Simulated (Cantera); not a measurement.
Charge: 1 mol MgO, 0.17 mol SO₃, 0.11 mol O₂, at 1 atm.

These are equilibrium values from Cantera (NASA tables, ideal gas, pure condensed phases), not measurements of a reactor. Candidate condensed phases: Mg, MgO, MgS, MgSO₄, S; 14 gas species. The numbers say what is thermodynamically allowed, not how fast it happens. All values below are at 1475 K.

Base state: O₂ 0.531, SO₂ 0.455, SO₃ 0.0142 (mole fractions); condensed: MgO(s).

What changes in the equilibrium state with this change: 0.34 mol CH₄ added?


```
species      before     after
-----------  ------  --------
H₂O               0     0.276
H₂                0     0.251
CO                0     0.225
O₂            0.531     <1e-9
SO₂           0.455  0.000263
H₂S               0     0.128
CO₂               0    0.0995
S₂            <1e-9    0.0153
SO₃          0.0142     <1e-9
COS               0   0.00380
SH                0  0.000907
S₂O           <1e-9   3.55e-5
MgO(s), mol    1.00      1.00
```
Further candidate phases: C, C₆H₆, C₇H₈, C₈H₁₈, H₂O, H₂SO₄, MgCO₃, Mg(OH)₂.
